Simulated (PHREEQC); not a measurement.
Dissolve 0.27 mol/kgw NH4Cl, 3.1e-05 mol/kgw KOH and 6.5e-06 mol/kgw KCl at 25 °C. Closed to the air; pH follows from the charge balance.

All values are PHREEQC results (ion-association model, phreeqc.dat), not measurements.

Task: The ionic strength comes out as 0.270 mol/kgw. What activity coefficients do Cl-, K+, NH4+, H+ get?

Result: Cl- 0.69, K+ 0.69, NH4+ 0.65, H+ 0.79.

Precipitation was switched off in this run. Species that the database lacks are ignored.
